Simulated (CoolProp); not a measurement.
Aqueous sodium chloride as a coolant, at 14 °C, 1 atm.

Values from CoolProp's Melinder's fits for secondary coolants.

```json
[
 {"mass %": "4.7", "freezing point (°C)": "-2.9", "conductivity (W/(m K))": "0.584", "cp (kJ/(kg K))": "3.937", "Prandtl number": "8.46", "viscosity (mPa s)": "1.25"},
 {"mass %": "6.1", "freezing point (°C)": "-3.8", "conductivity (W/(m K))": "0.582", "cp (kJ/(kg K))": "3.873", "Prandtl number": "8.54", "viscosity (mPa s)": "1.28"},
 {"mass %": "7.6", "freezing point (°C)": "-4.8", "conductivity (W/(m K))": "0.581", "cp (kJ/(kg K))": "3.808", "Prandtl number": "8.65", "viscosity (mPa s)": "1.32"},
 {"mass %": "9", "freezing point (°C)": "-5.8", "conductivity (W/(m K))": "0.580", "cp (kJ/(kg K))": "3.752", "Prandtl number": "8.78", "viscosity (mPa s)": "1.36"},
 {"mass %": "10.4", "freezing point (°C)": "?", "conductivity (W/(m K))": "0.579", "cp (kJ/(kg K))": "3.699", "Prandtl number": "8.93", "viscosity (mPa s)": "1.40"},
 {"mass %": "11.9", "freezing point (°C)": "-8.1", "conductivity (W/(m K))": "0.577", "cp (kJ/(kg K))": "?", "Prandtl number": "9.11", "viscosity (mPa s)": "1.44"},
 {"mass %": "13.3", "freezing point (°C)": "-9.3", "conductivity (W/(m K))": "0.576", "cp (kJ/(kg K))": "3.598", "Prandtl number": "9.31", "viscosity (mPa s)": "1.49"},
 {"mass %": "14.7", "freezing point (°C)": "-10.6", "conductivity (W/(m K))": "0.575", "cp (kJ/(kg K))": "3.554", "Prandtl number": "9.53", "viscosity (mPa s)": "1.54"},
 {"mass %": "16.2", "freezing point (°C)": "-12.1", "conductivity (W/(m K))": "0.573", "cp (kJ/(kg K))": "3.509", "Prandtl number": "9.79", "viscosity (mPa s)": "1.60"},
 {"mass %": "17.6", "freezing point (°C)": "-13.6", "conductivity (W/(m K))": "0.572", "cp (kJ/(kg K))": "?", "Prandtl number": "10.1", "viscosity (mPa s)": "1.66"},
 {"mass %": "19", "freezing point (°C)": "-15.2", "conductivity (W/(m K))": "0.570", "cp (kJ/(kg K))": "3.430", "Prandtl number": "10.4", "viscosity (mPa s)": "1.73"}
]
```

Q: Complete the blanks.

A: 
- 10.4, freezing point (°C): -6.9
- 11.9, cp (kJ/(kg K)): 3.645
- 17.6, cp (kJ/(kg K)): 3.468
